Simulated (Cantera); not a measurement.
An isothermal, constant-pressure homogeneous reactor starts with H2 : O2 = 0.067 : 1 (molar parts), at 1198 K and 560 Pa.

Detailed kinetics in Cantera: the H2/O2 subset of GRI-Mech 3.0, which has no nitrogen chemistry. Radical loss at walls, strong at low pressure, is not modelled. The temperature is held fixed by assumption; the heat of reaction is taken as removed at once.

x: mole fraction; the columns are a selection and need not sum to one.

| t (s) | x H2 | x O2 | x O | x H | x H2O2 |
|---|---|---|---|---|---|
| 4.00e-6 | 0.0628 | 0.937 | 1.63e-12 | 8.58e-11 | <1e-12 |
| 1.88e-5 | 0.0628 | 0.937 | 3.39e-11 | 3.79e-10 | <1e-12 |
| 8.85e-5 | 0.0628 | 0.937 | 6.15e-10 | 1.46e-9 | <1e-12 |
| 0.000417 | 0.0628 | 0.937 | 1.04e-8 | 7.71e-9 | 3.97e-12 |
| 0.00196 | 0.0628 | 0.937 | 2.60e-6 | 1.48e-6 | 8.90e-11 |
| 0.00922 | 0.00142 | 0.890 | 0.0391 | 0.0122 | 4.73e-8 |
| 0.0434 | 0.00106 | 0.898 | 0.0328 | 0.00886 | 4.48e-8 |
| 0.204 | [?] | 0.919 | [?] | [?] | 4.71e-8 |
| 0.960 | 6.13e-5 | 0.933 | 0.00173 | 0.000110 | 3.10e-8 |
| 4.52 | 3.83e-6 | 0.935 | 0.000108 | 1.71e-6 | 8.83e-9 |
| 21.3 | 3.39e-7 | 0.935 | 9.57e-6 | 4.54e-8 | 1.78e-9 |
| 100 | [?] | 0.935 | [?] | [?] | 3.60e-10 |

Problem. Fill in the missing entries.

Solution. 
- 0.204, x H2: 0.000504
- 0.204, x O: 0.0146
- 0.204, x H: 0.00268
- 100, x H2: 4.67e-8
- 100, x O: 1.33e-6
- 100, x H: 2.34e-9
